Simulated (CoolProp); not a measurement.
Vapour-liquid equilibrium of R245fa (1) + isopentane (2) at 322.3 K; x and y are mole fractions of (1).

Values from CoolProp's multi-fluid Helmholtz-energy mixture model, Akasaka 2015 and Lemmon 2006; pair parameters Bell 2016.

| x | bubble pressure, mixture model (MPa) | bubble pressure, Raoult's law (MPa) | y, mixture model | y, Raoult's law |
|---|---|---|---|---|
| 0.05 | [?] | 0.2072 | [?] | 0.081 |
| 0.2 | [?] | 0.2274 | [?] | 0.295 |
| 0.35 | 0.3837 | 0.2476 | [?] | 0.474 |
| 0.5 | 0.4034 | 0.2679 | 0.642 | 0.626 |
| 0.65 | [?] | 0.2881 | 0.680 | 0.757 |
| 0.8 | 0.4067 | 0.3084 | 0.730 | 0.870 |
| 0.95 | [?] | 0.3286 | [?] | 0.970 |

### Question
Some entries are withheld; supply them.

### Answer

- 0.05, bubble pressure, mixture model (MPa): 0.2446
- 0.05, y, mixture model: 0.207
- 0.2, bubble pressure, mixture model (MPa): 0.3371
- 0.2, y, mixture model: 0.482
- 0.35, y, mixture model: 0.589
- 0.65, bubble pressure, mixture model (MPa): 0.4100
- 0.95, bubble pressure, mixture model (MPa): 0.3701
- 0.95, y, mixture model: 0.875

The largest gap from Raoult's law is +55.0 % in bubble pressure, at x = 0.35. y crosses x between x = 0.65 and 0.8: the model has an azeotrope there.

The pair parameters rest on a limited set of measurements; away from them the model extrapolates. With so large a gap from Raoult's law the liquid may split in two, which this calculation doesn't test in full.
